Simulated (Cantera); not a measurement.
# Diamond growth

A diamond (100) surface in a fixed gas of H2 with x(CH4) = 0.004, x(H) = 0.0025, x(CH3) = 0.00026, at 1200 K; coverages are run to steady state.

Detailed kinetics in Cantera: the Harris–Goodwin 1993 mechanism for the reconstructed diamond (100) surface.

| P (Pa) | growth (µm/h) | θ c6HH | θ c6H* | θ c6*H | θ c6** | θ c6HM |
|---|---|---|---|---|---|---|
| 1300 | 0.373 | 0.447 | 0.0379 | 0.485 | 0.0267 | 0.00118 |
| 2000 | 0.691 | 0.447 | 0.0379 | 0.485 | 0.0267 | 0.00178 |
| 3100 | 1.34 | 0.446 | 0.0378 | 0.484 | 0.0266 | 0.00265 |
| 4700 | 2.56 | 0.445 | 0.0378 | 0.483 | 0.0266 | 0.00381 |
| 7200 | 5.02 | 0.444 | 0.0377 | 0.482 | 0.0265 | 0.00539 |
| 11000 | 9.80 | 0.443 | 0.0375 | 0.480 | 0.0264 | 0.00737 |
| 17000 | 19.1 | 0.441 | 0.0374 | 0.478 | 0.0263 | 0.00978 |
| 26000 | 35.7 | 0.439 | 0.0373 | 0.476 | 0.0262 | 0.0123 |
θ: site fractions in the mechanism's names (c6HH fully hydrogenated, c6H* and c6*H radical sites, c6** diradical, c6HM methylated).
